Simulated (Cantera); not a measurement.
Feed: 1 mol C2F6, equilibrated at 1500 K and 1.33 mbar.

Equilibrium computed with Cantera from the NASA thermochemical tables; the gas is ideal and each condensed phase is pure. Candidate condensed phases: C; 13 gas species. The feed counts by its element totals alone. Gases not in the tables: C2F6 and larger saturated fluorocarbons. The numbers say what is thermodynamically allowed, not how fast it happens.

Question: What is the equilibrium state?

Answer: 
```json
{
 "x(CF4)": "0.998",
 "x(CF2)": "0.00117",
 "x(F)": "0.000283",
 "x(CF3)": "0.000164",
 "n(C(graphite))": "0.499 mol",
 "gas_amount": "1.501 mol"
}
```
